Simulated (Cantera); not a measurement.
# Premixed flame

A freely propagating, adiabatic, planar premixed flame of 18.5 % H2, 17.1 % O2, 64.4 % N2, unburnt at 400 K and 110000 Pa; multicomponent+Soret transport, grid criteria slope 0.08 and curve 0.16, no radiation.

Detailed kinetics in Cantera: the H2/O2 subset of GRI-Mech 3.0, which has no nitrogen chemistry. Burning velocities carry a grid error of a few per cent, more on coarse grids. Lean hydrogen flames are cellular in practice and burn faster than this planar one.

```tsv
z (mm)	T (K)	u (m/s)	x H2	x O2	x O	x H	x HO2	x H2O2
-1.09	400	0.951	0.184	0.172	<1e-8	<1e-8	<1e-8	<1e-8
-0.724	400	0.948	0.180	0.172	<1e-8	<1e-8	1.40e-7	6.31e-8
-0.543	402	0.944	0.173	0.174	<1e-8	<1e-8	1.23e-6	5.55e-7
-0.362	412	0.948	0.154	0.178	6.97e-8	<1e-8	1.16e-5	5.00e-6
-0.181	555	1.22	0.106	0.180	9.38e-6	2.28e-5	0.000286	6.25e-5
-0.0906	845	1.84	0.0744	0.164	0.000260	0.000903	0.000249	4.97e-5
0	1160	2.51	0.0413	0.136	0.00195	0.00387	0.000130	1.39e-5
0.0906	1376	2.98	0.0182	0.111	0.00419	0.00562	8.03e-5	5.15e-6
0.181	1500	3.25	0.00855	0.0991	0.00481	0.00486	5.70e-5	2.90e-6
0.362	1618	3.50	0.00374	0.0933	0.00359	0.00247	3.53e-5	1.42e-6
0.724	1697	3.66	0.00164	0.0922	0.00165	0.000703	1.75e-5	6.84e-7
1.45	1733	3.73	0.000539	0.0923	0.000541	0.000127	6.56e-6	3.25e-7
2.90	1745	3.75	0.000152	0.0926	0.000155	1.92e-5	2.20e-6	1.46e-7
```
x: mole fraction of selected species; z is measured from the peak of heat release.

```json
{
  "laminar_burning_velocity": "95.2 cm/s",
  "thermal_thickness": "0.362 mm",
  "peak x(O)": "0.00483",
  "peak x(H)": "0.00563",
  "peak x(HO2)": "0.000337",
  "peak x(H2O2)": "6.81e-5"
}
```
